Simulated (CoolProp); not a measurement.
Properties of R1336mzz(E) along the isobar 2.11 MPa.

Computed with CoolProp (reference Helmholtz-energy equation of state, Akasaka 2023).

| T (°C) | phase | density (kg/m³) | Joule-Thomson coefficient (K/MPa) | isothermal compressibility (1/MPa) |
|---|---|---|---|---|
| 52.05 | liquid | 1247 | -0.05604 | 0.005381 |
| 59.75 | liquid | … | 0.01004 | 0.006485 |
| 67.45 | liquid | 1190 | … | 0.007959 |
| 75.25 | liquid | 1157 | 0.2013 | 0.01002 |
| 82.95 | liquid | 1122 | 0.3434 | 0.01296 |
| 90.65 | liquid | … | … | 0.01743 |
| 98.35 | liquid | 1038 | 0.8321 | 0.02488 |
| 106.05 | liquid | … | 1.314 | 0.03926 |
| 113.75 | liquid | 912.8 | 2.317 | 0.07754 |
| 121.45 | gas | 179.0 | 20.66 | 1.062 |
| 129.15 | gas | 161.1 | 17.33 | … |
| 136.85 | gas | 148.9 | … | 0.7709 |

Task: Fill in the missing entries.

Result: 
- 59.75, density (kg/m³): 1220
- 67.45, Joule-Thomson coefficient (K/MPa): 0.09301
- 90.65, density (kg/m³): 1083
- 90.65, Joule-Thomson coefficient (K/MPa): 0.5404
- 106.05, density (kg/m³): 984.0
- 129.15, isothermal compressibility (1/MPa): 0.8664
- 136.85, Joule-Thomson coefficient (K/MPa): 15.14
